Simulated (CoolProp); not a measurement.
The fluid at 293.15 K and 0.995 MPa (gas) is heated at constant pressure to 436.9 K. The same conditions are run with several fluids, on thermodynamics alone (safety and materials aside).

Model: reference Helmholtz-energy equation of state of each fluid (nitrogen: Span 2000; methane: Setzmann 1991; ethylene: Smukala 2000; CF4 (R14): Platzer 1990), in CoolProp. The equations of Platzer and Polt are older, rougher fits.

Problem. Rank nitrogen, methane, ethylene, CF4 (R14) by heat (kJ/kg), highest first.

Solution. methane (354), ethylene (263), nitrogen (151), CF4 (R14) (114)

```json
[
 {"fluid": "nitrogen", "final density (kg/m³)": "7.65"},
 {"fluid": "methane", "final density (kg/m³)": "4.40"},
 {"fluid": "ethylene", "final density (kg/m³)": "7.80"},
 {"fluid": "CF4 (R14)", "final density (kg/m³)": "24.2"}
]
```
